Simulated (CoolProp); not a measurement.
Vapour-liquid equilibrium of methanol (1) + water (2) at 334.1 K; x and y are mole fractions of (1).

The numbers come from the multi-fluid Helmholtz-energy mixture model, de Reuck 1993 and Wagner 2002; pair parameters Bell 2016 in CoolProp.

**Question.** Give the bubble pressure and the first vapour's composition at x = 0.2, 0.35, 0.65. Is there an azeotrope?

**Answer.** x = 0.2: 41.15 kPa, y = 0.578; x = 0.35: 52.21 kPa, y = 0.716; x = 0.65: 69.46 kPa, y = 0.864. No azeotrope shows between x = 0.05 and 0.95.

The pair parameters rest on a limited set of measurements; away from them the model extrapolates.
